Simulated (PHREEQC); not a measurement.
Dissolve 0.0037 mol/kgw HF, 0.0012 mol/kgw NaF and 0.00051 mol/kgw H2SiF6 at 15 °C. Closed to the air; pH follows from the charge balance.

Computed with PHREEQC (ion-association model, phreeqc.dat).

Question: The ionic strength comes out as 0.00330 mol/kgw. What activity coefficients do H+, Na+, HF2-, F-, SiF6-2 get?

Answer: H+ 0.94, Na+ 0.94, HF2- 0.94, F- 0.94, SiF6-2 0.79.

No solid was allowed to form. Complexes and solids missing from the database can't appear. SiF6-2 is the database's only silicon fluoride.
